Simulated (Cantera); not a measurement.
An isothermal, constant-pressure homogeneous reactor starts with 0.967 % CH₄, 0.385 % O₂, 98.6 % N₂, equivalence ratio 5.0, at 1450 K and 500000 Pa.

Detailed kinetics in Cantera: GRI-Mech 3.0 (53 species, 325 reactions).

Q: Predict: x(CH₄) at 100 s; x(CO₂) at 100 s; x(CO) at 100 s.

A: 
| Quantity | Value |
|---|---|
| x(CH₄) at 100 s | 0.000652 (gas-phase equilibrium 7.06e-5) |
| x(CO₂) at 100 s | 0.000322 (gas-phase equilibrium 2.24e-8) |
| x(CO) at 100 s | 0.00480 (gas-phase equilibrium 0.00759) |
